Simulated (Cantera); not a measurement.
Cantera run:

```python
import numpy as np
import cantera as ct

gas_names = """
    CL CL2 H HCL H2 Si SiCL SiCL2 SiCL3 SiCL4 SiH SiHCL3 SiH2 SiH2CL2 SiH3 SiH3CL SiH4 Si2 Si3
""".split()
cond_names = """
    Si(cr) Si(L)
""".split()


def load(file, names, dense=False):
    # The tables refer to 1 bar. Condensed volumes are neglected.
    table = {s.name: s for s in ct.Species.list_from_file(file)}
    out = []
    for n in names:
        d = dict(table[n].input_data)
        d["thermo"] = dict(d["thermo"], **{"reference-pressure": 1e5})
        if dense:
            d["equation-of-state"] = {"model": "constant-volume", "density": "1e6 g/cm^3"}
        out.append(ct.Species.from_dict(d))
    return out


gas = ct.Solution(thermo="ideal-gas", species=load("nasa_gas.yaml", gas_names))
cond = {s.name: ct.Solution(thermo="fixed-stoichiometry", species=[s], name=s.name)
        for s in load("nasa_condensed.yaml", cond_names, dense=True)}
atoms = {
    'SiHCl3': {'Si': 1, 'H': 1, 'CL': 3},
    'H2': {'H': 2},
}
top_T = {}  # K; cautious upper limits of use, not melting points


def equilibrate(T, P, feed):
    n = {}
    for name, mol in feed.items():
        for a, k in atoms[name].items():
            n[a] = n.get(a, 0.0) + k * mol
    gas.TPX = T, P, n
    mass = sum(n.values()) * gas.mean_molecular_weight
    gas.equilibrate("TP")
    valid = [c for c in cond.values() if c.min_temp <= T <= top_T.get(c.name, c.max_temp)]
    mix = ct.Mixture([(gas, mass / gas.mean_molecular_weight)] + [(c, 0.0) for c in valid])
    mix.T, mix.P = T, P
    mix.equilibrate("TP", solver="vcs", rtol=1e-11, max_steps=5000)
    return mix


results = []
feed = {'SiHCl3': 1, 'H2': 7}  # mol
T = 948  # K
P = 8000  # Pa
mix = equilibrate(T, P, feed)
results.append((T, P, feed, dict(zip(mix.species_names, mix.species_moles))))
print(gas.report(threshold=0.0001))
for i in range(1, mix.n_phases):
    print(f"{mix.phase(i).name:16s} {mix.phase_moles(i):12.5e} mol")
```

It prints:

```
       temperature   948 K
          pressure   8000 Pa
           density   0.017676 kg/m^3
  mean mol. weight   17.416 kg/kmol
   phase of matter   gas

                          1 kg             1 kmol
                     ---------------   ---------------
          enthalpy       -2.0665e+06        -3.599e+07  J
   internal energy       -2.5191e+06       -4.3872e+07  J
           entropy             12394        2.1585e+05  J/K
    Gibbs function       -1.3816e+07       -2.4061e+08  J
 heat capacity c_p              2129             37079  J/K
 heat capacity c_v            1651.6             28764  J/K

                      mass frac. Y      mole frac. X     chem. pot. / RT
                     ---------------   ---------------   ---------------
               HCL           0.02583          0.012339           -42.776
                H2           0.10339            0.8932           -20.013
             SiCL2         0.0014747        0.00025946           -69.095
             SiCL3         0.0056523        0.00073225           -101.86
             SiCL4           0.68201          0.069918           -134.63
            SiHCL3           0.17725          0.022792           -111.87
           SiH2CL2         0.0043616         0.0007521           -89.108
     [  +12 minor]        2.3717e-05        6.2193e-06

Si(cr)            2.22793e-01 mol
```

These are equilibrium values from Cantera (NASA tables, ideal gas, pure condensed phases), not measurements of a reactor. The tables' values for SiCl3 are old estimates; treat these amounts as uncertain.
